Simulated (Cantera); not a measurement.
A closed system holds: 1 mol CH₃F, 0.27 mol F₂, 3.9 mol H₂, at 2700 K and 13.0 mbar.

Method: chemical equilibrium by Gibbs-energy minimisation in Cantera with the NASA 1993 tables (ideal gas, pure condensed phases). Candidate condensed phases: C, C₆H₆, C₇H₈, C₈H₁₈; 95 gas species. Kinetics and transport are ignored.

Base state: H₂ 0.447, H 0.333, HF 0.207, C₂H₂ (acetylene) 0.0105, C₂H 0.000834, C₃ 0.000677, F 0.000523, C 0.000163 (mole fractions); condensed: C(graphite).

**Question.** What changes in the equilibrium state with this change: F₂ from 0.27 to 0.021 mol?

**Answer.** 
```csv
species,before,after
H₂,0.447,0.492
H,0.333,0.350
HF,0.207,0.145
C₂H₂ (acetylene),0.0105,0.0116
F,0.000523,0.000348
CF,3.01e-5,2.00e-5
C₂H₂ (vinylidene),1.53e-5,1.69e-5
C₄H₂,0.000103,0.000114
"C(graphite), mol",0.810,0.800
```
